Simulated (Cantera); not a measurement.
What does this Cantera script print?

```python
import numpy as np
import cantera as ct

gas = ct.Solution("gri30.yaml")
gas.TP = 300, 31000
flame = ct.CounterflowDiffusionFlame(gas, width=0.02)
flame.fuel_inlet.X, flame.fuel_inlet.T = {'C3H8': 1}, 475
flame.oxidizer_inlet.X, flame.oxidizer_inlet.T = {'O2': 0.25, 'N2': 0.75}, 398
flame.set_refine_criteria(ratio=3, slope=0.12, curve=0.24, prune=0.03)
show = ['OH', 'H', 'NO', 'CO', 'C2H2']

rows = []
print(f"{'mdot':>8s}{'a_max':>10s}{'a_mean':>10s}{'Tmax/K':>9s}" + "".join(f"{s:>11s}" for s in show) + "   (peak mole fractions)")
for i, mdot in enumerate([0.077, 0.1, 0.13, 0.17, 0.22, 0.29, 0.37, 0.48]):  # kg/m2/s on the oxidiser side
    flame.oxidizer_inlet.mdot, flame.fuel_inlet.mdot = mdot, 1.1 * mdot
    flame.solve(loglevel=0, auto=(i == 0))
    if flame.T.max() < max(475, 398) + 100:
        print(f"{mdot:8.3g}  no burning solution found from the previous one")
        break
    dT = np.abs(np.gradient(flame.T, flame.grid))
    rows.append([flame.strain_rate("max"), flame.strain_rate("mean"), flame.T.max(),
                 *(flame.X[gas.species_index(s)].max() for s in show), max(dT[0], dT[-1]) / dT.max()])
    print(f"{mdot:8.3g}{rows[-1][0]:10.1f}{rows[-1][1]:10.1f}{rows[-1][2]:9.1f}" + "".join(f"{x:11.3e}" for x in rows[-1][3:-1]))
```

Output:

```
    mdot     a_max    a_mean   Tmax/K         OH          H         NO         CO       C2H2   (peak mole fractions)
   0.077     204.4      26.4   2079.8  1.087e-02  9.383e-03  2.801e-04  9.438e-02  4.740e-02
     0.1     253.7      34.3   2064.9  1.059e-02  9.620e-03  2.600e-04  9.332e-02  4.615e-02
    0.13     315.7      44.6   2047.8  1.032e-02  9.822e-03  2.372e-04  9.225e-02  4.455e-02
    0.17     395.9      58.3   2031.3  1.002e-02  1.001e-02  2.137e-04  9.145e-02  4.295e-02
    0.22     493.5      75.4   2015.2  9.725e-03  1.016e-02  1.904e-04  9.094e-02  4.131e-02
    0.29     626.3      99.4   1998.4  9.402e-03  1.029e-02  1.652e-04  9.083e-02  3.944e-02
    0.37     772.9     126.9   1978.0  8.994e-03  1.027e-02  1.407e-04  9.084e-02  3.723e-02
    0.48     970.1     164.6   1953.9  8.498e-03  1.016e-02  1.143e-04  9.134e-02  3.448e-02
```

Computed with Cantera and GRI-Mech 3.0 (53 species, 325 reactions). GRI-Mech 3.0 was tuned for natural gas; its chemistry of propane as a main component is partial and can be far from experiment. GRI-Mech 3.0 has no aromatics or soot, which form on the fuel side of real flames. The maximum strain rate includes the flame's own expansion and is several times the mean.
